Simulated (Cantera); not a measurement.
**Ignition delay**

Mixture: 16.4 % CH4, 0.770 % H2, 17.4 % O2, 65.5 % N2, at 910000 Pa, adiabatic and at constant pressure. Ignition delay is the time to a rise of 400 K.

Model: GRI-Mech 3.0 (53 species, 325 reactions), integrated in Cantera.

```
T0 (K)  delay (ms)
------  ----------
1125          7.51
1200          3.78
1275          1.86
1350         0.907
1425         0.444
1500         0.220
1575         0.112
1650        0.0587
1725        0.0321
```

```json
{
  "apparent activation energy between 1575 and 1725 K": "190 kJ/mol"
}
```
